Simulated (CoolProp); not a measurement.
A single-stage vapour-compression cycle with the fluid: evaporating at 291.15 K (dew point), condensing at 322.15 K (bubble point), superheat 5 K, subcooling 8 K, compressor efficiency 0.8, no pressure losses. The same conditions are run with several fluids, on thermodynamics alone (safety and materials aside).

Computed with CoolProp (reference Helmholtz-energy equation of state of each fluid (R115: Lemmon 2016; n-perfluorobutane: Gao 2022; R21: Platzer 1990; propyne: Polt 1992; ammonia: Gao 2020; methanol: de Reuck 1993)). The equations of Platzer and Polt are older, rougher fits.

Problem. Rank R115, n-perfluorobutane, R21, propyne, ammonia, methanol by cooling COP, highest first.

Solution. R21 (7.07), propyne (6.95), methanol (6.91), ammonia (6.73), n-perfluorobutane (6.46), R115 (6.25)

| fluid | pressure ratio | discharge temperature (K) | refrigerating effect (kJ/kg) | volumetric capacity (kJ/m³) |
|---|---|---|---|---|
| R115 | 2.16 | 325.7 | 76.9 | 4330 |
| n-perfluorobutane | 2.55 | 322.1 | 68.5 | 1520 |
| R21 | 2.70 | 349.5 | 213 | 1330 |
| propyne | 2.34 | 342.8 | 429 | 3630 |
| ammonia | 2.46 | 375.0 | 1100 | 6730 |
| methanol | 4.56 | 401.9 | 1130 | 175 |

The compression ends wet for: n-perfluorobutane.
